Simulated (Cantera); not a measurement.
Adiabatic ignition

An adiabatic, constant-pressure homogeneous reactor starts with 3.15 % CH4, 20.3 % O2, 76.5 % N2, equivalence ratio 0.31, at 1723 K and 1.00 atm.

Computed with Cantera and GRI-Mech 3.0 (53 species, 325 reactions).

```
t (s)     T (K)   x CH4   x O2   x CH2CO    x HO2    x CH2O
--------  -----  ------  -----  --------  -------  --------
6.00e-6    1723  0.0315  0.203    <1e-12  1.57e-6   3.83e-7
2.73e-5    1723  0.0314  0.203  3.54e-11  6.99e-6   1.16e-5
0.000124   1732  0.0285  0.201   2.71e-6  8.50e-5  0.000862
0.000565   2294  <1e-12  0.137    <1e-12  4.41e-6    <1e-12
0.00257    2337  <1e-12  0.138    <1e-12  5.12e-6    <1e-12
0.0117     2334  <1e-12  0.137    <1e-12  5.05e-6    <1e-12
0.0531     2324  <1e-12  0.134    <1e-12  4.85e-6    <1e-12
0.242      2315  <1e-12  0.132    <1e-12  4.65e-6    <1e-12
1.10       2314  <1e-12  0.132    <1e-12  4.64e-6    <1e-12
5.00       2314  <1e-12  0.132    <1e-12  4.64e-6    <1e-12
```
x: mole fraction; the columns are a selection and need not sum to one.

- time of steepest temperature rise = 0.169 ms
- temperature at 5.00 s = 2314 K
- equilibrium temperature = 2314 K
- x(CH4) at 5.00 s = <1e-12 (gas-phase equilibrium <1e-12)
- x(O2) at 5.00 s = 0.132 (gas-phase equilibrium 0.132)
- x(CH2CO) at 5.00 s = <1e-12 (gas-phase equilibrium <1e-12)
